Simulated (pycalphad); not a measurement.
CALPHAD calculation (pycalphad, COST 507 light-alloy database (1999)), 1 atm. The data set is of 1999 and partly superseded. Amounts are mole fractions of atoms.

Problem. Give the equilibrium state of Sn-4.08Si (at.%) at 700 K.

Solution. 
```
T = 700.00 K, P = 101325 Pa, N = 1 mol of atoms
G = -43041 J/mol, H = 18251 J/mol, S = 87.56 J/(mol K)  (SER reference)
chemical potentials (J/mol): Sn -44128, Si -17484
phase             fraction      x(Sn)      x(Si)
LIQUID              0.9593     0.9999    6.3e-05
DIAMOND_A4          0.0407   3.77e-07     1.0000
```

Problem. Give the equilibrium state of Sn-4.08Si (at.%) at 500 K.

Solution. BCT_A5, fraction 0.959, with no Si at.%; DIAMOND_A4, fraction 0.041, with >99.99 Si at.%.

DIAMOND_A4 is diamond (Si); BCT_A5 is bct (Sn). An entry "none" or "no" means that the model of the phase leaves that element out.
